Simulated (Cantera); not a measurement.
Feed: 1 mol TEOS, 2.7 mol NO, 0.91 mol H2, 2.9 mol O2, held at 1525 K and 10.0 mbar.

Cantera equilibrium calculation (NASA polynomials, part measured and part estimated; ideal gas, pure solids and liquids). Candidate condensed phases: C, C6H6, C7H8, C8H18, H2O, Si, SiC, SiO2, Si2N2O, Si3N4; 151 gas species. The feed counts by its element totals alone. The tables hold silica as quartz up to 1696 K and as liquid above; real silica turns to tridymite and cristobalite and melts near 1996 K. Kinetics and transport are ignored.

Base state: H2 0.444, CO 0.366, H2O 0.0945, N2 0.0666, CO2 0.0289, H 0.000158 (mole fractions); condensed: SiO2(β-quartz).

### Question
What changes in the equilibrium state with this change: temperature from 1525 K to 1273 K?

### Answer
```tsv
species	before	after
H2	0.444	0.455
CO	0.366	0.355
H2O	0.0945	0.0838
CO2	0.0289	0.0396
N2	0.0666	0.0666
H	0.000158	4.81e-6
SiO2(β-quartz), mol	1.000	1.00
```

### Question
What changes in the equilibrium state with this change: O2 from 2.9 to 0.062 mol?

### Answer
```
species                before     after
-------------------  --------  --------
H2                      0.444     0.571
CO                      0.366     0.357
N2                     0.0666    0.0706
H2O                    0.0945   2.93e-6
CO2                    0.0289   6.80e-7
SiO                   1.64e-6  0.000775
HCN                   5.35e-9  0.000253
H                    0.000158  0.000179
SiO2(β-quartz), mol     1.000         0
C(graphite), mol            0     0.200
SiC(s), mol                 0     0.985
```
